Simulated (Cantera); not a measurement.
Mixture: H2 : O2 : N2 = 1 : 0.893 : 3.36 (molar parts), at 13.8 atm, adiabatic and at constant pressure. Ignition delay is the time to a rise of 400 K.

Computed with Cantera and the H2/O2 subset of GRI-Mech 3.0, which has no nitrogen chemistry. The hydrogen kinetics of GRI-Mech 3.0 are dated; newer H2 mechanisms differ, most at raised pressure. The pressure lies above the range GRI-Mech 3.0 was tuned for (to about 10 atm). Below about 950 K walls govern HO2 and H2O2 in real vessels.

What does this change do: pressure from 13.8 atm to 0.987 atm?


```
quantity                                                before      after
--------------------------------------------------  ----------  ---------
delay at 900 K                                         0.125 s    0.301 s
delay at 950 K                                         33.5 ms    8.04 ms
delay at 1000 K                                        10.0 ms   0.300 ms
delay at 1050 K                                        3.26 ms   0.145 ms
delay at 1100 K                                        1.11 ms    92.5 µs
delay at 1150 K                                       0.381 ms    66.0 µs
apparent activation energy between 1050 and 1150 K  220 kJ/mol  79 kJ/mol
```
